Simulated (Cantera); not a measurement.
An isothermal, constant-pressure homogeneous reactor starts with 3.82 % C2H6, 87.8 % H2, 8.40 % N2, at 1400 K and 760 Torr.

Model: GRI-Mech 3.0 (53 species, 325 reactions), integrated in Cantera. GRI-Mech 3.0 stops at C3 and has no aromatics, soot or wall deposition, so with more carbon than oxygen in the feed, carbon stays in small species such as C2H2 where larger ones or solid carbon would form.

x: mole fraction; the columns are a selection and need not sum to one.

| t (s) | x C2H6 | x H2 | x CH3 | x C2H4 | x C2H2 | x H | x CH2 |
|---|---|---|---|---|---|---|---|
| 1.00e-6 | 0.0382 | 0.878 | 7.81e-6 | 2.12e-7 | <1e-12 | 1.57e-6 | 3.46e-12 |
| 4.92e-6 | 0.0381 | 0.878 | 1.64e-5 | 2.57e-5 | 4.94e-10 | 1.10e-5 | 1.20e-10 |
| 2.42e-5 | 0.0368 | 0.878 | 5.15e-5 | 0.000910 | 5.48e-7 | 5.04e-5 | 2.11e-9 |
| 0.000119 | ___ | 0.876 | ___ | ___ | ___ | ___ | ___ |
| 0.000585 | 0.00370 | 0.872 | 3.85e-5 | 0.0228 | 0.00148 | 6.71e-5 | 2.18e-9 |
| 0.00288 | 0.000378 | 0.871 | 1.19e-5 | 0.0214 | 0.00469 | 2.39e-5 | 2.54e-10 |
| 0.0141 | 0.000218 | 0.871 | 9.93e-6 | 0.0150 | 0.0101 | 1.84e-5 | 1.61e-10 |
| 0.0695 | 0.000131 | 0.868 | 9.04e-6 | 0.00939 | 0.0134 | 1.40e-5 | 1.10e-10 |
| 0.342 | 9.26e-5 | 0.861 | 9.58e-6 | 0.00686 | 0.0102 | 1.03e-5 | 8.47e-11 |
| 1.68 | ___ | 0.849 | ___ | ___ | ___ | ___ | 4.57e-11 |
| 8.27 | 1.42e-5 | 0.842 | 7.67e-6 | 0.000870 | 0.00124 | 4.50e-6 | 2.96e-11 |
| 40.7 | 1.37e-5 | 0.842 | 7.64e-6 | 0.000822 | 0.00117 | 4.46e-6 | 2.92e-11 |
| 200 | 1.37e-5 | 0.842 | 7.64e-6 | 0.000822 | 0.00117 | 4.46e-6 | 2.92e-11 |

Problem. Some entries are withheld; supply them.

Solution. 
- 0.000119, x C2H6: 0.0244
- 0.000119, x CH3: 0.000114
- 0.000119, x C2H4: 0.00968
- 0.000119, x C2H2: 9.09e-5
- 0.000119, x H: 9.63e-5
- 0.000119, x CH2: 9.72e-9
- 1.68, x C2H6: 3.82e-5
- 1.68, x CH3: 8.75e-6
- 1.68, x C2H4: 0.00291
- 1.68, x C2H2: 0.00434
- 1.68, x H: 6.09e-6
